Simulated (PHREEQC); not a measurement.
# Metal-bearing waste water (model solution)

A solution holds 17 mmol/kgw CdCl2 and 7.4 mmol/kgw NaCl, at 25 °C. Closed to the air; pH follows from the charge balance.

The numbers come from PHREEQC with the ion-association model, phreeqc.dat.

The pH is 5.75 and the ionic strength is 0.0369 mol/kgw.

```tsv
species	molality	activity	log γ
Cl-	0.0302	0.0252	-0.079
CdCl+	0.00947	0.00794	-0.077
Na+	0.00740	0.00623	-0.075
Cd+2	0.00668	0.00330	-0.306
CdCl2	0.000827	0.000834	0.004
CdCl3-	1.58e-5	1.33e-5	-0.077
H+	2.04e-6	1.77e-6	-0.062
CdOHCl	1.84e-6	1.85e-6	0.004
```

This is a speciation only: nothing precipitates in the calculation.
